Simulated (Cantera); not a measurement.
What does this Cantera script print?

```python
import numpy as np
import cantera as ct

gas_names = """
    C CH CH2 CH3 CH2OH CH3O CH4 CH3OH CO CO2 COOH C2 C2H CHCO,ketyl C2H2,acetylene C2H2,vinylidene
    CH2CO,ketene C2H3,vinyl CH3CO,acetyl C2H4 C2H4O,ethylen CH3CHO,ethanal CH3COOH (HCOOH)2 C2H5 C2H6
    CH3OCH3 C2H5OH C2O C3 C3H3,propargyl C3H4,allene C3H4,propyne C3H4,cyclo- C3H5,allyl C3H6,propylene
    C3H6,cyclo- C3H6O C3H7,n-propyl C3H7,i-propyl C3H8 C3H8O,1propanol C3H8O,2propanol C3O2 C4 C4H2
    C4H4,1,3-cyclo- C4H6,butadiene C4H6,2-butyne C4H6,cyclo- C4H8,1-butene C4H8,cis2-buten
    C4H8,tr2-butene C4H8,isobutene C4H8,cyclo- (CH3COOH)2 C4H9,n-butyl C4H9,i-butyl C4H9,s-butyl
    C4H9,t-butyl C4H10,isobutane C4H10,n-butane C5 C5H6,1,3cyclo- C5H8,cyclo- C5H10,1-pentene
    C5H10,cyclo- C5H11,pentyl C5H11,t-pentyl C5H12,n-pentane C5H12,i-pentane CH3C(CH3)2CH3 C6H2
    C6H5,phenyl C6H5O,phenoxy C6H6 C6H5OH,phenol C6H10,cyclo- C6H12,1-hexene C6H12,cyclo- C6H13,n-hexyl
    C7H7,benzyl C7H8 C7H8O,cresol C7H14,1-heptene C7H15,n-heptyl C7H16,n-heptane C8H8,styrene
    C8H10,ethylbenz C8H16,1-octene C8H17,n-octyl C8H18,isooctane C8H18,n-octane C9H19,n-nonyl
    C10H8,naphthale C10H21,n-decyl C12H9,o-bipheny C12H10,bipheny H HCO HO2 H2 HCHO,formaldehy HCOOH H2O
    H2O2 O OH O2 O3 Pb PbO Pb2
""".split()
cond_names = """
    C(gr) C6H6(L) C7H8(L) C8H18(L),n-octa H2O(s) H2O(L) Pb(cr) Pb(L) PbO(rd) PbO(yw) PbO(L) PbO2(s)
    Pb3O4(s)
""".split()


def load(file, names, dense=False):
    # The tables refer to 1 bar. Condensed volumes are neglected.
    table = {s.name: s for s in ct.Species.list_from_file(file)}
    out = []
    for n in names:
        d = dict(table[n].input_data)
        d["thermo"] = dict(d["thermo"], **{"reference-pressure": 1e5})
        if dense:
            d["equation-of-state"] = {"model": "constant-volume", "density": "1e6 g/cm^3"}
        out.append(ct.Species.from_dict(d))
    return out


gas = ct.Solution(thermo="ideal-gas", species=load("nasa_gas.yaml", gas_names))
cond = {s.name: ct.Solution(thermo="fixed-stoichiometry", species=[s], name=s.name)
        for s in load("nasa_condensed.yaml", cond_names, dense=True)}
atoms = {
    'PbO': {'Pb': 1, 'O': 1},
    'CO': {'C': 1, 'O': 1},
    'H2': {'H': 2},
}
top_T = {'C(gr)': 4500, 'Pb3O4(s)': 820}  # K; cautious upper limits of use, not melting points


def equilibrate(T, P, feed):
    n = {}
    for name, mol in feed.items():
        for a, k in atoms[name].items():
            n[a] = n.get(a, 0.0) + k * mol
    gas.TPX = T, P, n
    mass = sum(n.values()) * gas.mean_molecular_weight
    gas.equilibrate("TP")
    valid = [c for c in cond.values() if c.min_temp <= T <= top_T.get(c.name, c.max_temp)]
    mix = ct.Mixture([(gas, mass / gas.mean_molecular_weight)] + [(c, 0.0) for c in valid])
    mix.T, mix.P = T, P
    mix.equilibrate("TP", solver="vcs", rtol=1e-11, max_steps=5000)
    return mix


results = []
feed = {'PbO': 1, 'CO': 1.8, 'H2': 18}  # mol
P = 200000  # Pa
for T in [725, 775, 825, 875, 925, 975, 1025, 1075, 1125, 1175, 1225, 1275, 1325]:
    mix = equilibrate(T, P, feed)
    results.append((T, P, feed, dict(zip(mix.species_names, mix.species_moles))))
    x = sorted(zip(gas.X, gas.species_names), reverse=True)
    print(f"T = {T:g} K  P = {P:g} Pa  gas = {mix.phase_moles(0):.4g} mol")
    print("   x: " + "  ".join(f"{s} {v:.3e}" for v, s in x if v > 1e-05))
    print("   condensed (mol): " + ("  ".join(f"{mix.phase(i).name} {mix.phase_moles(i):.4g}"
          for i in range(1, mix.n_phases) if mix.phase_moles(i) > 1e-12) or "none"))
```

Result:

```
T = 725 K  P = 200000 Pa  gas = 16.2 mol
   x: H2 7.161e-01  H2O 1.728e-01  CH4 1.111e-01  CO2 2.405e-05  CO 1.324e-05
   condensed (mol): Pb(L) 1
T = 775 K  P = 200000 Pa  gas = 16.21 mol
   x: H2 7.167e-01  H2O 1.723e-01  CH4 1.107e-01  CO2 1.702e-04  CO 1.403e-04
   condensed (mol): Pb(L) 1
T = 825 K  P = 200000 Pa  gas = 16.26 mol
   x: H2 7.201e-01  H2O 1.693e-01  CH4 1.087e-01  CO 1.079e-03  CO2 9.056e-04
   condensed (mol): Pb(L) 1
T = 875 K  P = 200000 Pa  gas = 16.49 mol
   x: H2 7.331e-01  H2O 1.577e-01  CH4 1.003e-01  CO 5.641e-03  CO2 3.202e-03
   condensed (mol): Pb(L) 1
T = 925 K  P = 200000 Pa  gas = 17.04 mol
   x: H2 7.611e-01  H2O 1.333e-01  CH4 8.104e-02  CO 1.817e-02  CO2 6.434e-03
   condensed (mol): Pb(L) 1
T = 975 K  P = 200000 Pa  gas = 17.83 mol
   x: H2 7.954e-01  H2O 1.036e-01  CH4 5.537e-02  CO 3.775e-02  CO2 7.859e-03
   condensed (mol): Pb(L) 0.9999
T = 1025 K  P = 200000 Pa  gas = 18.61 mol
   x: H2 8.246e-01  H2O 7.864e-02  CO 5.758e-02  CH4 3.202e-02  CO2 7.121e-03  Pb 1.391e-05
   condensed (mol): Pb(L) 0.9997
T = 1075 K  P = 200000 Pa  gas = 19.19 mol
   x: H2 8.439e-01  CO 7.218e-02  H2O 6.226e-02  CH4 1.588e-02  CO2 5.728e-03  Pb 3.797e-05
   condensed (mol): Pb(L) 0.9993
T = 1125 K  P = 200000 Pa  gas = 19.53 mol
   x: H2 8.542e-01  CO 8.061e-02  H2O 5.357e-02  CH4 6.960e-03  CO2 4.596e-03  Pb 9.461e-05
   condensed (mol): Pb(L) 0.9982
T = 1175 K  P = 200000 Pa  gas = 19.69 mol
   x: H2 8.586e-01  CO 8.471e-02  H2O 4.980e-02  CO2 3.839e-03  CH4 2.859e-03  Pb 2.177e-04
   condensed (mol): Pb(L) 0.9957
T = 1225 K  P = 200000 Pa  gas = 19.76 mol
   x: H2 8.600e-01  CO 8.658e-02  H2O 4.845e-02  CO2 3.323e-03  CH4 1.174e-03  Pb 4.673e-04
   condensed (mol): Pb(L) 0.9908
T = 1275 K  P = 200000 Pa  gas = 19.8 mol
   x: H2 8.601e-01  CO 8.747e-02  H2O 4.807e-02  CO2 2.940e-03  Pb 9.430e-04  CH4 5.004e-04
   condensed (mol): Pb(L) 0.9813
T = 1325 K  P = 200000 Pa  gas = 19.83 mol
   x: H2 8.594e-01  CO 8.792e-02  H2O 4.802e-02  CO2 2.637e-03  Pb 1.802e-03  CH4 2.245e-04
   condensed (mol): Pb(L) 0.9643
```

Method: chemical equilibrium by Gibbs-energy minimisation in Cantera with the NASA 1993 tables (ideal gas, pure condensed phases).
